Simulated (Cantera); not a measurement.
Cantera run, input and output.

```python
import numpy as np
import cantera as ct

gas = ct.Solution("gri30.yaml")
gas.TPX = 1373, 28000, {'N2O': 1, 'N2': 0.34}
reactor = ct.IdealGasConstPressureReactor(gas, energy="off", clone=False)
net = ct.ReactorNet([reactor])
net.rtol, net.atol = 1e-08, 1e-18
show = ['N2O', 'NO', 'O2', 'NO2', 'N2', 'O']
times = np.geomspace(0.0004, 200, 13)

steps = ct.SolutionArray(gas, extra=["t"])
rows = []
print(f"{'t/s':>10s}{'T/K':>9s}{'P/Pa':>11s}" + "".join(f"{s:>11s}" for s in show))
for t in times:
    while net.time < t:
        t_next = net.step()
        steps.append(gas.state, t=t_next)
    rows.append([np.interp(t, steps.t, y) for y in (steps.T, steps.P, *steps(*show).X.T)])
    print(f"{t:10.3e}{rows[-1][0]:9.1f}{rows[-1][1]:11.4g}" + "".join(f"{x:11.3e}" for x in rows[-1][2:]))
rate = np.gradient(steps.T, steps.t)
print("integrator steps:", len(steps.t))
if steps.T.max() > steps.T[0] + 200:
    print(f"time of steepest temperature rise: {steps.t[rate.argmax()]:.4e} s")
gas.TPX = 1373, 28000, {'N2O': 1, 'N2': 0.34}
gas.equilibrate("TP")
print(f"equilibrium (TP): T = {gas.T:.1f} K  " + "  ".join(f"{s} {gas[s].X[0]:.3e}" for s in show))
```

It prints:

```
       t/s      T/K       P/Pa        N2O         NO         O2        NO2         N2          O
 4.000e-04   1373.0    2.8e+04  7.451e-01  1.557e-04  3.461e-04  1.297e-08  2.544e-01  1.854e-05
 1.194e-03   1373.0    2.8e+04  7.427e-01  4.771e-04  1.061e-03  1.161e-07  2.558e-01  1.854e-05
 3.564e-03   1373.0    2.8e+04  7.356e-01  1.428e-03  3.176e-03  9.074e-07  2.598e-01  1.853e-05
 1.064e-02   1373.0    2.8e+04  7.148e-01  4.192e-03  9.335e-03  5.539e-06  2.716e-01  1.849e-05
 3.175e-02   1373.0    2.8e+04  6.573e-01  1.184e-02  2.643e-02  2.278e-05  3.044e-01  1.836e-05
 9.476e-02   1373.0    2.8e+04  5.176e-01  3.029e-02  6.807e-02  6.641e-05  3.840e-01  1.794e-05
 2.828e-01   1373.0    2.8e+04  2.729e-01  6.168e-02  1.414e-01  1.433e-04  5.239e-01  1.638e-05
 8.442e-01   1373.0    2.8e+04  5.910e-02  8.559e-02  2.072e-01  2.097e-04  6.479e-01  1.007e-05
 2.520e+00   1373.0    2.8e+04  2.718e-03  8.826e-02  2.264e-01  2.993e-04  6.824e-01  1.324e-06
 7.521e+00   1373.0    2.8e+04  3.446e-06  8.806e-02  2.274e-01  3.950e-04  6.842e-01  5.604e-07
 2.245e+01   1373.0    2.8e+04  2.193e-06  8.795e-02  2.274e-01  3.947e-04  6.842e-01  5.602e-07
 6.701e+01   1373.0    2.8e+04  2.177e-06  8.764e-02  2.276e-01  3.934e-04  6.844e-01  5.604e-07
 2.000e+02   1373.0    2.8e+04  2.132e-06  8.672e-02  2.280e-01  3.897e-04  6.848e-01  5.609e-07
integrator steps: 1127
equilibrium (TP): T = 1373.0 K  N2O 2.225e-08  NO 6.818e-04  O2 2.714e-01  NO2 3.345e-06  N2 7.279e-01  O 6.107e-07
```

Detailed kinetics in Cantera: GRI-Mech 3.0 (53 species, 325 reactions). GRI-Mech 3.0 was tuned for natural gas; its chemistry of N2O as a main component is partial and can be far from experiment. The mechanism lacks the step 2 NO + O2 → 2 NO2, which can matter for NO2 below about 1400 K. The temperature is held fixed by assumption; the heat of reaction is taken as removed at once.
